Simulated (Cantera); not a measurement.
# Adiabatic ignition

An adiabatic, constant-volume homogeneous reactor starts with CH3OH : O2 : N2 = 1 : 1.6 : 6 (molar parts), equivalence ratio 0.94, at 1023 K and 10.0 bar.

Model: GRI-Mech 3.0 (53 species, 325 reactions), integrated in Cantera. GRI-Mech 3.0 was tuned for natural gas; its chemistry of methanol as a main component is partial and can be far from experiment.

```csv
t (s),T (K),P (bar),x CH3OH,x O2,x HCN,x CO2,x CH2,x HO2
8.00e-6,1023,10.0,0.116,0.186,<1e-12,3.22e-11,<1e-12,4.60e-10
3.18e-5,1023,10.0,0.116,0.186,<1e-12,1.28e-10,<1e-12,2.07e-9
0.000127,1023,10.0,0.116,0.186,<1e-12,5.10e-10,<1e-12,8.64e-9
0.000504,1023,10.0,0.116,0.186,<1e-12,2.03e-9,<1e-12,3.48e-8
0.00201,1023,10.0,0.116,0.186,<1e-12,8.08e-9,<1e-12,1.38e-7
0.00798,1023,10.0,0.116,0.186,<1e-12,3.22e-8,<1e-12,5.33e-7
0.0317,1023,10.0,0.116,0.186,<1e-12,1.37e-7,<1e-12,4.03e-6
0.126,2883,30.5,<1e-12,0.0177,4.48e-9,0.0833,<1e-12,1.76e-5
0.503,2883,30.5,<1e-12,0.0177,4.48e-9,0.0833,<1e-12,1.76e-5
2.00,2883,30.5,<1e-12,0.0177,4.48e-9,0.0833,<1e-12,1.76e-5
```
x: mole fraction; the columns are a selection and need not sum to one.

```json
{
 "time_of_steepest_temperature_rise": "49.7 ms",
 "temperature at 2.00 s": "2883 K",
 "equilibrium_temperature": "2883 K",
 "x(CH3OH) at 2.00 s": "<1e-12 (gas-phase equilibrium <1e-12)",
 "x(O2) at 2.00 s": "0.0177 (gas-phase equilibrium 0.0177)",
 "x(HCN) at 2.00 s": "4.48e-9 (gas-phase equilibrium 4.48e-9)"
}
```
